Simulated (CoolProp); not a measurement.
Vapour pressure (MPa) of ethylbenzene: the reference equation beside estimates from Tc = 617.1 K, pc = 3.622 MPa, ω = 0.304.

Model: reference Helmholtz-energy equation of state, Zhou 2012, in CoolProp.

```json
[
 {"T (K)": "481.4", "reference": "0.5047", "van der Waals": "1.235", "Redlich-Kwong": "0.7425", "Peng-Robinson": "0.5056"},
 {"T (K)": "493.2", "reference": "0.6244", "van der Waals": "1.382", "Redlich-Kwong": "0.8845", "Peng-Robinson": "0.6266"},
 {"T (K)": "505", "reference": "0.7642", "van der Waals": "1.541", "Redlich-Kwong": "1.044", "Peng-Robinson": "0.7682"},
 {"T (K)": "516.8", "reference": "0.9262", "van der Waals": "1.710", "Redlich-Kwong": "1.223", "Peng-Robinson": "0.9329"},
 {"T (K)": "528.6", "reference": "1.113", "van der Waals": "1.891", "Redlich-Kwong": "1.421", "Peng-Robinson": "1.123"},
 {"T (K)": "540.5", "reference": "1.328", "van der Waals": "2.084", "Redlich-Kwong": "1.641", "Peng-Robinson": "1.342"},
 {"T (K)": "552.3", "reference": "1.571", "van der Waals": "2.288", "Redlich-Kwong": "1.881", "Peng-Robinson": "1.591"},
 {"T (K)": "564.1", "reference": "1.847", "van der Waals": "2.504", "Redlich-Kwong": "2.144", "Peng-Robinson": "1.872"},
 {"T (K)": "575.9", "reference": "2.159", "van der Waals": "2.731", "Redlich-Kwong": "2.430", "Peng-Robinson": "2.189"},
 {"T (K)": "587.7", "reference": "2.512", "van der Waals": "2.971", "Redlich-Kwong": "2.740", "Peng-Robinson": "2.545"}
]
```

Absolute difference from the reference over all 10 rows, mean and median: van der Waals 70.5 and 63.4 %, Redlich-Kwong 26.6 and 25.6 %, Peng-Robinson 0.9 and 1.0 %.
